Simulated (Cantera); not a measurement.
A perfectly stirred reactor is fed with CH₄ : C₂H₆ : O₂ : N₂ = 1 : 0.067 : 1.86 : 7 (molar parts), at 9.87 atm; it is adiabatic with a 575 K inlet, and is followed from long to short residence time, starting on the burning branch (τ in s: 0.049, 0.022, 0.0098, 0.0044, 0.002, 0.00089, 0.0004, 0.00018, 8e-05, 3.6e-05, 1.6e-05, 7.2e-06, 3.2e-06).

Computed with Cantera and GRI-Mech 3.0 (53 species, 325 reactions).

Question: What does this change do: inlet temperature 575 to 800 K?

Answer: 
| quantity | before | after |
|---|---|---|
| blow-out, bracketed by the residence times tried | burning at 36.0 µs, out at 16.0 µs | burning at 16.0 µs, out at 7.20 µs |
| x(CH₄) at τ = 49.0 ms | 1.01e-5 | 2.15e-6 |
| x(C₂H₆) at τ = 49.0 ms | 1.04e-8 | 4.46e-9 |
| x(O₂) at τ = 49.0 ms | 7.22e-5 | 0.000224 |
| x(HCO) at τ = 49.0 ms | 6.52e-8 | 9.59e-8 |
| x(CH₂CO) at τ = 49.0 ms | 2.52e-8 | 6.49e-9 |
| x(CH₄) at τ = 0.400 ms | 0.000193 | 8.83e-5 |
| x(C₂H₆) at τ = 0.400 ms | 9.84e-7 | 4.75e-7 |
| x(O₂) at τ = 0.400 ms | 0.00154 | 0.00152 |
| x(HCO) at τ = 0.400 ms | 1.00e-6 | 9.16e-7 |
| x(CH₂CO) at τ = 0.400 ms | 1.57e-6 | 5.30e-7 |
